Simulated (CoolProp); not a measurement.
Values from CoolProp's reference Helmholtz-energy equation of state, McLinden 2015.

Task: Give the vapour pressure (bar), liquid density (kg/m³), vapour density (kg/m³), enthalpy of vaporisation (kJ/kg) of saturated the fluoroketone C6F12O (FK-5-1-12) at 66.55 °C.

Result: 
```csv
T (°C),p (bar),liquid density (kg/m³),vapour density (kg/m³),enthalpy of vaporisation (kJ/kg)
66.55,1.79,1470,22.2,82.5
```
